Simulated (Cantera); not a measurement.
Cantera run:

```python
import numpy as np
import cantera as ct

gas_names = """
    O2 N2
""".split()
cond_names = """
    Cr(cr) CrN(s) Cr2N(s) Cr2O3(s)
""".split()


# ... load() reads the species with a 1 bar reference pressure and builds the phases ...
species = {s.name: s for s in load("nasa_gas.yaml", gas_names) + load("nasa_condensed.yaml", cond_names)}
T = 1575
g = {n: (s.thermo.h(T) - T * s.thermo.s(T)) / (ct.gas_constant * T * np.log(10)) for n, s in species.items()}
valid = cond_names  # the entries whose range holds T


def stable(la, lb):
    # potentials (over RT ln 10) of the two non-metals from log10 p(O2) and log10 p(N2) in bar
    mu = {}
    mu["O"] = (g["O2"] + la) / 2
    mu["N"] = (g["N2"] + lb) / 2
    cost = {}
    for n in valid:
        c = species[n].composition
        cost[n] = (g[n] - sum(c.get(e, 0) * m for e, m in mu.items())) / c["Cr"]
    return min(cost, key=cost.get)


results = []
for lb in [0, -1.1, -2.2, -3.3, -4.4, -5.6, -6.7, -7.8, -8.9, -10]:
    row = [stable(la, lb) for la in [-21, -19.7, -18.4, -17.1, -15.8, -14.4, -13.1, -11.8, -10.5, -9.2, -7.9, -6.6, -5.2, -3.9, -2.6, -1.3, 0]]
    results.append(row)
    print(f"{lb:6.1f}  " + " ".join(f"{valid.index(n):x}" for n in row))
print("key: " + ", ".join(f"{i:x} {n}" for i, n in enumerate(valid)))
```

Output:

```
   0.0  2 2 2 2 2 3 3 3 3 3 3 3 3 3 3 3 3
  -1.1  0 0 0 0 3 3 3 3 3 3 3 3 3 3 3 3 3
  -2.2  0 0 0 0 3 3 3 3 3 3 3 3 3 3 3 3 3
  -3.3  0 0 0 0 3 3 3 3 3 3 3 3 3 3 3 3 3
  -4.4  0 0 0 0 3 3 3 3 3 3 3 3 3 3 3 3 3
  -5.6  0 0 0 0 3 3 3 3 3 3 3 3 3 3 3 3 3
  -6.7  0 0 0 0 3 3 3 3 3 3 3 3 3 3 3 3 3
  -7.8  0 0 0 0 3 3 3 3 3 3 3 3 3 3 3 3 3
  -8.9  0 0 0 0 3 3 3 3 3 3 3 3 3 3 3 3 3
 -10.0  0 0 0 0 3 3 3 3 3 3 3 3 3 3 3 3 3
key: 0 Cr(cr), 1 CrN(s), 2 Cr2N(s), 3 Cr2O3(s)
```

Source: NASA polynomial tables (part measured, part estimated), evaluated in Cantera.
